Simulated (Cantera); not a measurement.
Ignition delay

Mixture: H2 : O2 : N2 = 1 : 0.263 : 0.989 (molar parts), equivalence ratio 1.9, at 650000 Pa, adiabatic and at constant volume. Ignition delay is the time to a rise of 400 K.

Detailed kinetics in Cantera: GRI-Mech 3.0 (53 species, 325 reactions). The hydrogen kinetics of GRI-Mech 3.0 are dated; newer H2 mechanisms differ, most at raised pressure. Below about 950 K walls govern HO2 and H2O2 in real vessels.

```json
[
 {"T0 (K)": "875", "delay (ms)": "203"},
 {"T0 (K)": "925", "delay (ms)": "50.0"},
 {"T0 (K)": "975", "delay (ms)": "13.8"},
 {"T0 (K)": "1025", "delay (ms)": "4.02"},
 {"T0 (K)": "1075", "delay (ms)": "1.16"},
 {"T0 (K)": "1125", "delay (ms)": "0.286"},
 {"T0 (K)": "1175", "delay (ms)": "0.0488"},
 {"T0 (K)": "1225", "delay (ms)": "0.0135"},
 {"T0 (K)": "1275", "delay (ms)": "0.00747"},
 {"T0 (K)": "1325", "delay (ms)": "0.00508"}
]
```

- apparent activation energy between 1225 and 1325 K = 130 kJ/mol
